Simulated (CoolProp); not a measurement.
Vapour-liquid equilibrium of carbon dioxide (1) + R22 (2) at 6.89 bar; x and y are mole fractions of (1).

The numbers come from the multi-fluid Helmholtz-energy mixture model, Span 1996 and Kamei 1995; pair parameters Bell 2016 in CoolProp.

```json
[
 {"x": "0.05", "bubble temperature, mixture model (°C)": "4.5", "bubble temperature, Raoult's law (°C)": "2.0", "y, mixture model": "0.187", "y, Raoult's law": "0.267"},
 {"x": "0.2", "bubble temperature, mixture model (°C)": "-11.0", "bubble temperature, Raoult's law (°C)": "-15.3", "y, mixture model": "(withheld)", "y, Raoult's law": "0.660"},
 {"x": "0.35", "bubble temperature, mixture model (°C)": "(withheld)", "bubble temperature, Raoult's law (°C)": "-26.3", "y, mixture model": "(withheld)", "y, Raoult's law": "0.820"},
 {"x": "0.5", "bubble temperature, mixture model (°C)": "(withheld)", "bubble temperature, Raoult's law (°C)": "-34.1", "y, mixture model": "0.879", "y, Raoult's law": "0.900"},
 {"x": "0.65", "bubble temperature, mixture model (°C)": "-38.9", "bubble temperature, Raoult's law (°C)": "-40.0", "y, mixture model": "0.938", "y, Raoult's law": "0.947"},
 {"x": "0.8", "bubble temperature, mixture model (°C)": "(withheld)", "bubble temperature, Raoult's law (°C)": "-44.7", "y, mixture model": "0.972", "y, Raoult's law": "0.976"},
 {"x": "0.95", "bubble temperature, mixture model (°C)": "(withheld)", "bubble temperature, Raoult's law (°C)": "-48.6", "y, mixture model": "0.994", "y, Raoult's law": "0.995"}
]
```

### Question
Fill in the missing entries.

### Answer

- 0.2, y, mixture model: 0.573
- 0.35, bubble temperature, mixture model (°C): -23.0
- 0.35, y, mixture model: 0.774
- 0.5, bubble temperature, mixture model (°C): -32.0
- 0.8, bubble temperature, mixture model (°C): -44.2
- 0.95, bubble temperature, mixture model (°C): -48.5

The largest gap from Raoult's law is +4.3 K in bubble temperature, at x = 0.2. No azeotrope shows between x = 0.05 and 0.95.

Pair parameters are fitted to limited data, so mixtures are less certain than the pure fluids.
